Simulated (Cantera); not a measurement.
**Premixed flame**

A freely propagating, adiabatic, planar premixed flame of H2 : O2 : N2 : H2O = 1 : 0.192 : 0.723 : 0.051 (molar parts), unburnt at 300 K and 90.0 Torr; mixture-averaged transport, grid criteria slope 0.08 and curve 0.16, no radiation.

Computed with Cantera and the H2/O2 subset of GRI-Mech 3.0, which has no nitrogen chemistry. Burning velocities carry a grid error of a few per cent, more on coarse grids.

```json
[
 {"z (mm)": "-16.9", "T (K)": "300", "u (m/s)": "2.04", "x H2": "0.509", "x O2": "0.0977", "x H2O": "0.0259", "x H": "<1e-8", "x H2O2": "<1e-8", "x O": "<1e-8"},
 {"z (mm)": "-11.3", "T (K)": "300", "u (m/s)": "2.04", "x H2": "0.509", "x O2": "0.0977", "x H2O": "0.0259", "x H": "<1e-8", "x H2O2": "<1e-8", "x O": "<1e-8"},
 {"z (mm)": "-8.47", "T (K)": "300", "u (m/s)": "2.04", "x H2": "0.509", "x O2": "0.0977", "x H2O": "0.0259", "x H": "<1e-8", "x H2O2": "<1e-8", "x O": "<1e-8"},
 {"z (mm)": "-5.65", "T (K)": "300", "u (m/s)": "2.04", "x H2": "0.509", "x O2": "0.0977", "x H2O": "0.0259", "x H": "<1e-8", "x H2O2": "<1e-8", "x O": "<1e-8"},
 {"z (mm)": "-2.82", "T (K)": "315", "u (m/s)": "2.14", "x H2": "0.506", "x O2": "0.0980", "x H2O": "0.0263", "x H": "1.46e-5", "x H2O2": "7.41e-6", "x O": "1.31e-6"},
 {"z (mm)": "-1.41", "T (K)": "573", "u (m/s)": "3.79", "x H2": "0.476", "x O2": "0.0915", "x H2O": "0.0469", "x H": "0.00639", "x H2O2": "2.23e-5", "x O": "9.60e-5"},
 {"z (mm)": "0", "T (K)": "932", "u (m/s)": "6.00", "x H2": "0.395", "x O2": "0.0641", "x H2O": "0.110", "x H": "0.0411", "x H2O2": "1.36e-7", "x O": "0.00118"},
 {"z (mm)": "1.41", "T (K)": "1161", "u (m/s)": "7.45", "x H2": "0.312", "x O2": "0.0166", "x H2O": "0.202", "x H": "0.0777", "x H2O2": "5.12e-8", "x O": "0.00139"},
 {"z (mm)": "2.82", "T (K)": "1252", "u (m/s)": "8.02", "x H2": "0.293", "x O2": "0.00208", "x H2O": "0.230", "x H": "0.0827", "x H2O2": "2.42e-8", "x O": "0.000409"},
 {"z (mm)": "5.65", "T (K)": "1336", "u (m/s)": "8.52", "x H2": "0.297", "x O2": "0.000119", "x H2O": "0.235", "x H": "0.0741", "x H2O2": "2.36e-8", "x O": "0.000214"},
 {"z (mm)": "11.3", "T (K)": "1426", "u (m/s)": "9.03", "x H2": "0.306", "x O2": "6.85e-5", "x H2O": "0.237", "x H": "0.0614", "x H2O2": "2.46e-8", "x O": "0.000188"},
 {"z (mm)": "22.6", "T (K)": "1520", "u (m/s)": "9.56", "x H2": "0.315", "x O2": "5.04e-5", "x H2O": "0.238", "x H": "0.0478", "x H2O2": "2.07e-8", "x O": "0.000144"},
 {"z (mm)": "45.2", "T (K)": "1605", "u (m/s)": "10.0", "x H2": "0.323", "x O2": "3.14e-5", "x H2O": "0.240", "x H": "0.0350", "x H2O2": "1.39e-8", "x O": "9.25e-5"}
]
```
x: mole fraction of selected species; z is measured from the peak of heat release.

```
Item                        Result
------------------------  --------
laminar burning velocity  204 cm/s
thermal thickness          5.65 mm
peak x(H)                   0.0832
peak x(H2O2)               3.72e-5
peak x(O)                  0.00177
grid points                    144
```
